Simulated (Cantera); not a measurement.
A perfectly stirred reactor is fed with 0.114 % CO, 0.988 % O₂, 0.136 % H₂O, 98.8 % N₂, at 7.20 bar; it is held at 1275 K, and followed from long to short residence time.

Model: GRI-Mech 3.0 (53 species, 325 reactions), integrated in Cantera.

Task: Predict: x(CO) at τ = 0.380 s; x(O₂) at τ = 0.380 s; x(H₂O) at τ = 0.380 s; x(NO₂) at τ = 0.380 s; x(H) at τ = 0.380 s; x(CO) at τ = 18.0 ms; x(O₂) at τ = 18.0 ms; x(H₂O) at τ = 18.0 ms; x(NO₂) at τ = 18.0 ms; x(H) at τ = 18.0 ms.

Result: 
| Quantity | Value |
|---|---|
| x(CO) at τ = 0.380 s | 8.06e-5 |
| x(O₂) at τ = 0.380 s | 0.00935 |
| x(H₂O) at τ = 0.380 s | 0.00136 |
| x(NO₂) at τ = 0.380 s | 2.27e-8 |
| x(H) at τ = 0.380 s | 1.20e-8 |
| x(CO) at τ = 18.0 ms | 0.000594 |
| x(O₂) at τ = 18.0 ms | 0.00960 |
| x(H₂O) at τ = 18.0 ms | 0.00136 |
| x(NO₂) at τ = 18.0 ms | 3.48e-9 |
| x(H) at τ = 18.0 ms | 1.04e-7 |
